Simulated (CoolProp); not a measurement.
Aqueous methanol as a coolant, 38 % by mass, freezing at -35.9 °C, 1 atm.

Model: Melinder's fits for secondary coolants, in CoolProp.

```csv
T (°C),cp (kJ/(kg K)),Prandtl number,density (kg/m³),viscosity (mPa s)
-17.2,3.525,74.1,957.1,7.88
-11.9,3.588,58.0,954.7,6.10
-6.7,3.645,46.3,952.2,4.84
-1.4,3.699,37.4,949.5,3.88
3.8,3.747,30.8,946.9,3.17
9.1,3.790,25.6,944.1,2.62
14.3,3.827,21.5,941.3,2.20
19.6,3.858,18.2,938.3,1.86
24.8,3.881,15.6,935.3,1.60
30.1,3.898,13.4,932.2,1.38
35.3,3.906,11.6,929.0,1.20
```
